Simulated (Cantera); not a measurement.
## NO annealing gas

A perfectly stirred reactor is fed with 19.6 % NO, 80.4 % N2, at 825 Torr; it is held at 1750 K, and followed from long to short residence time.

Cantera simulation using GRI-Mech 3.0 (53 species, 325 reactions); the numbers are that mechanism's predictions, not measurements.

```csv
τ (s),x NO,x O,x N2,x N2O,x O2,x NO2
6.2,0.145,1.18e-5,0.829,8.65e-6,0.0252,0.000151
1.9,0.175,8.03e-6,0.814,1.26e-5,0.0103,0.000122
0.57,0.189,5.41e-6,0.807,1.46e-5,0.00345,8.78e-5
0.17,0.194,4.08e-6,0.805,1.53e-5,0.00104,6.70e-5
0.053,0.195,3.47e-6,0.804,1.50e-5,0.000301,5.68e-5
0.016,0.196,2.92e-6,0.804,1.36e-5,7.04e-5,4.70e-5
0.0049,0.196,1.97e-6,0.804,1.04e-5,9.82e-6,2.99e-5
0.0015,0.196,8.63e-7,0.804,5.85e-6,5.53e-7,1.09e-5
0.00045,0.196,3.58e-7,0.804,2.37e-6,2.76e-8,2.80e-6
0.00014,0.196,2.00e-7,0.804,8.20e-7,2.94e-9,7.07e-7
```
x: mole fraction; the columns are a selection and need not sum to one.
